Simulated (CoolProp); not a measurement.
R22 along the isotherm 440.1 K: Z from the reference equation and from simpler models built on Tc = 369.3 K, pc = 4.990 MPa, ω = 0.221; each cubic takes its own stable root.

Model: reference Helmholtz-energy equation of state, Kamei 1995, in CoolProp.

```json
[
 {"p (MPa)": "0.0789", "phase": "gas", "reference": "0.9971", "Soave-Redlich-Kwong": "0.9971", "Peng-Robinson": "0.9966"},
 {"p (MPa)": "0.15", "phase": "gas", "reference": "0.9944", "Soave-Redlich-Kwong": "0.9944", "Peng-Robinson": "0.9935"},
 {"p (MPa)": "0.284", "phase": "gas", "reference": "0.9894", "Soave-Redlich-Kwong": "0.9894", "Peng-Robinson": "0.9877"},
 {"p (MPa)": "0.538", "phase": "gas", "reference": "0.9798", "Soave-Redlich-Kwong": "0.9800", "Peng-Robinson": "0.9766"},
 {"p (MPa)": "1.02", "phase": "gas", "reference": "?", "Soave-Redlich-Kwong": "0.9618", "Peng-Robinson": "0.9555"},
 {"p (MPa)": "1.93", "phase": "gas", "reference": "0.9253", "Soave-Redlich-Kwong": "0.9270", "Peng-Robinson": "?"},
 {"p (MPa)": "3.66", "phase": "gas", "reference": "0.8532", "Soave-Redlich-Kwong": "0.8592", "Peng-Robinson": "0.8387"},
 {"p (MPa)": "6.94", "phase": "supercritical", "reference": "?", "Soave-Redlich-Kwong": "?", "Peng-Robinson": "0.6977"},
 {"p (MPa)": "13.2", "phase": "supercritical", "reference": "0.5377", "Soave-Redlich-Kwong": "0.6114", "Peng-Robinson": "0.5708"},
 {"p (MPa)": "25", "phase": "supercritical", "reference": "0.6877", "Soave-Redlich-Kwong": "?", "Peng-Robinson": "0.7007"}
]
```

Task: What belongs in the gaps?

Result: 
- 1.02, reference: 0.9613
- 1.93, Peng-Robinson: 0.9154
- 6.94, reference: 0.7068
- 6.94, Soave-Redlich-Kwong: 0.7298
- 25, Soave-Redlich-Kwong: 0.7656
